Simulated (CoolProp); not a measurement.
Vapour-liquid equilibrium of benzene (1) + dimethyl carbonate (2) at 12.65 °C; x and y are mole fractions of (1).

Computed with CoolProp (multi-fluid Helmholtz-energy mixture model, Thol 2012 and Zhou 2011; pair parameters Bell 2016).

| x | bubble pressure, mixture model (MPa) | bubble pressure, Raoult's law (MPa) | y, mixture model | y, Raoult's law |
|---|---|---|---|---|
| 0.05 | 0.004076 | 0.003891 | 0.130 | 0.090 |
| 0.125 | 0.004532 | 0.004134 | 0.275 | 0.211 |
| 0.2 | 0.004923 | 0.004376 | ___ | 0.318 |
| 0.275 | ___ | 0.004619 | ___ | 0.415 |
| 0.35 | ___ | 0.004862 | 0.538 | 0.501 |
| 0.425 | 0.005806 | 0.005105 | 0.598 | 0.580 |
| 0.5 | ___ | 0.005347 | 0.652 | 0.651 |
| 0.575 | 0.006229 | 0.005590 | 0.703 | 0.716 |
| 0.65 | 0.006406 | 0.005833 | ___ | 0.776 |
| 0.725 | 0.006563 | 0.006076 | 0.799 | 0.831 |
| 0.8 | 0.006700 | 0.006318 | ___ | 0.882 |
| 0.875 | 0.006819 | 0.006561 | 0.901 | 0.929 |
| 0.95 | 0.006915 | 0.006804 | ___ | 0.973 |

### Question
What belongs in the gaps?

### Answer

- 0.2, y, mixture model: 0.383
- 0.275, bubble pressure, mixture model (MPa): 0.005260
- 0.275, y, mixture model: 0.468
- 0.35, bubble pressure, mixture model (MPa): 0.005552
- 0.5, bubble pressure, mixture model (MPa): 0.006031
- 0.65, y, mixture model: 0.751
- 0.8, y, mixture model: 0.848
- 0.95, y, mixture model: 0.958

The largest gap from Raoult's law is +14.2 % in bubble pressure, at x = 0.35. No azeotrope shows between x = 0.05 and 0.95.

Pair parameters are fitted to limited data, so mixtures are less certain than the pure fluids.
